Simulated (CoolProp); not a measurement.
Vapour-liquid equilibrium of R134a (1) + R124 (2) at 86.5 kPa; x and y are mole fractions of (1).

Values from CoolProp's multi-fluid Helmholtz-energy mixture model, Tillner-Roth 1994 and de Vries 1995; pair parameters Bell 2016.

| x | bubble temperature (°C) | y at the bubble point | dew temperature at overall composition x (°C) | liquid density (mol/L) |
|---|---|---|---|---|
| 0.05 | -17.0 | 0.100 | -16.3 | 11.00 |
| 0.125 | -18.7 | 0.228 | -17.3 | 11.18 |
| 0.2 | -20.2 | 0.337 | -18.3 | 11.36 |
| 0.275 | -21.6 | 0.431 | -19.4 | 11.55 |
| 0.35 | -22.8 | 0.512 | -20.4 | 11.74 |
| 0.425 | -23.9 | 0.584 | -21.5 | 11.93 |
| 0.5 | -24.9 | 0.649 | -22.6 | 12.13 |
| 0.575 | -25.7 | 0.709 | -23.8 | 12.33 |
| 0.65 | -26.5 | 0.764 | -24.9 | 12.53 |
| 0.725 | -27.3 | 0.816 | -26.0 | 12.75 |
| 0.8 | -27.9 | 0.867 | -27.0 | 12.97 |
| 0.875 | -28.5 | 0.916 | -28.0 | 13.19 |
| 0.95 | -29.1 | 0.966 | -28.9 | 13.43 |

No azeotrope shows between x = 0.05 and 0.95.

The pair parameters rest on a limited set of measurements; away from them the model extrapolates.
